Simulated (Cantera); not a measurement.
A perfectly stirred reactor is fed with CO : O2 : H2O : N2 = 0.021 : 0.049 : 0.0039 : 1 (molar parts), equivalence ratio 0.21, at 1.00 atm; it is held at 1425 K, and followed from long to short residence time.

Cantera simulation using GRI-Mech 3.0 (53 species, 325 reactions); the numbers are that mechanism's predictions, not measurements.

Problem. Predict: x(CO) at τ = 0.380 s; x(O2) at τ = 0.380 s; x(H2O) at τ = 0.380 s; x(CO2) at τ = 0.380 s; x(NO2) at τ = 0.380 s; x(CO) at τ = 31.0 ms; x(O2) at τ = 31.0 ms; x(H2O) at τ = 31.0 ms; x(CO2) at τ = 31.0 ms; x(NO2) at τ = 31.0 ms.

Solution. 
```
Item                      Value
---------------------  --------
x(CO) at τ = 0.380 s   0.000283
x(O2) at τ = 0.380 s     0.0363
x(H2O) at τ = 0.380 s   0.00363
x(CO2) at τ = 0.380 s    0.0195
x(NO2) at τ = 0.380 s   3.54e-8
x(CO) at τ = 31.0 ms    0.00147
x(O2) at τ = 31.0 ms     0.0367
x(H2O) at τ = 31.0 ms   0.00356
x(CO2) at τ = 31.0 ms    0.0183
x(NO2) at τ = 31.0 ms   8.82e-9
```
